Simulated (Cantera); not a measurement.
## SiH2Cl2 + N2 (silicon epitaxy and polysilicon growth)

Input: 1 mol SiH2Cl2, a varied amount of N2, at 877 °C and 1130 Torr.

These are equilibrium values from Cantera (NASA tables, ideal gas, pure condensed phases), not measurements of a reactor. Candidate condensed phases: NH4Cl, Si, Si3N4; 28 gas species. N2 is the only nitrogen source here; it is nearly inert below about 1500 K, so the nitride shown seldom forms there in practice. The tables' values for SiCl3 are old estimates; treat these amounts as uncertain. The numbers say what is thermodynamically allowed, not how fast it happens.

```json
[
 {"n(N2) (mol)": "14", "x N2": "0.882", "x HCl": "0.0790", "x H2": "0.0260", "x SiCl4": "0.0129", "x SiHCl3": "8.62e-5", "x SiCl3": "4.05e-5", "x NH3": "1.44e-6", "n Si3N4(s)": "0.267"},
 {"n(N2) (mol)": "17", "x N2": "0.901", "x HCl": "0.0675", "x H2": "0.0210", "x SiCl4": "0.0104", "x SiHCl3": "6.57e-5", "x SiCl3": "3.44e-5", "x NH3": "1.05e-6", "n Si3N4(s)": "0.269"},
 {"n(N2) (mol)": "21", "x N2": "0.918", "x HCl": "0.0567", "x H2": "0.0165", "x SiCl4": "0.00822", "x SiHCl3": "4.87e-5", "x SiCl3": "2.87e-5", "x NH3": "7.45e-7", "n Si3N4(s)": "0.272"},
 {"n(N2) (mol)": "26", "x N2": "0.933", "x HCl": "0.0474", "x H2": "0.0130", "x SiCl4": "0.00645", "x SiHCl3": "3.59e-5", "x SiCl3": "2.38e-5", "x NH3": "5.22e-7", "n Si3N4(s)": "0.274"},
 {"n(N2) (mol)": "31", "x N2": "0.943", "x HCl": "0.0408", "x H2": "0.0106", "x SiCl4": "0.00527", "x SiHCl3": "2.78e-5", "x SiCl3": "2.04e-5", "x NH3": "3.87e-7", "n Si3N4(s)": "0.276"},
 {"n(N2) (mol)": "38", "x N2": "0.953", "x HCl": "0.0342", "x H2": "0.00836", "x SiCl4": "0.00416", "x SiHCl3": "2.06e-5", "x SiCl3": "1.71e-5", "x NH3": "2.73e-7", "n Si3N4(s)": "0.278"},
 {"n(N2) (mol)": "47", "x N2": "0.962", "x HCl": "0.0284", "x H2": "0.00651", "x SiCl4": "0.00324", "x SiHCl3": "1.51e-5", "x SiCl3": "1.41e-5", "x NH3": "1.88e-7", "n Si3N4(s)": "0.281"},
 {"n(N2) (mol)": "57", "x N2": "0.968", "x HCl": "0.0239", "x H2": "0.00518", "x SiCl4": "0.00258", "x SiHCl3": "1.13e-5", "x SiCl3": "1.19e-5", "x NH3": "1.34e-7", "n Si3N4(s)": "0.283"},
 {"n(N2) (mol)": "70", "x N2": "0.974", "x HCl": "0.0199", "x H2": "0.00405", "x SiCl4": "0.00202", "x SiHCl3": "8.32e-6", "x SiCl3": "9.89e-6", "x NH3": "9.32e-8", "n Si3N4(s)": "0.285"},
 {"n(N2) (mol)": "85", "x N2": "0.978", "x HCl": "0.0168", "x H2": "0.00321", "x SiCl4": "0.00160", "x SiHCl3": "6.21e-6", "x SiCl3": "8.30e-6", "x NH3": "6.58e-8", "n Si3N4(s)": "0.287"}
]
```
x: gas mole fraction; n: condensed amount in mol.

From 14 mol N2 to 85 mol N2 the condensed part is Si3N4(s). The main Si-bearing gas is SiCl4 throughout. The share of Si in condensed phases is highest at 85 mol N2 (86.1 %) and lowest at 14 mol N2 (80.1 %).
